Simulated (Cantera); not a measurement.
Feed: 1 mol PH3, 0.11 mol H2O, 14 mol H2, held at 110 bar.

Cantera equilibrium calculation (NASA polynomials, part measured and part estimated; ideal gas, pure solids and liquids). Candidate condensed phases: H2O, P, P4O10; 31 gas species. Ions and electrons are included (thermal ionisation). The ideal-gas law is rough above about 30 bar. Gases not in the tables: HPO2, HPO3 and P4O6. Equilibrium is a limit: real reactors are often held back by kinetics, nucleation or transport. All values below are at 5000 K.

Base state: H2 0.514, H 0.440, P 0.0247, PH 0.0117, P2 0.00448, PO 0.00214, H2O 0.00153, OH 0.00106 (mole fractions); condensed: gas only.

Q: What changes in the equilibrium state with this change: pressure from 110 bar to 0.0210 bar?

A: 
```csv
species,before,after
H,0.440,0.965
P,0.0247,0.0306
O,0.000486,0.00340
H2,0.514,0.000473
PH,0.0117,6.05e-6
H2O,0.00153,1.88e-9
PH3,4.84e-5,<1e-9
P2,0.00448,1.31e-6
```
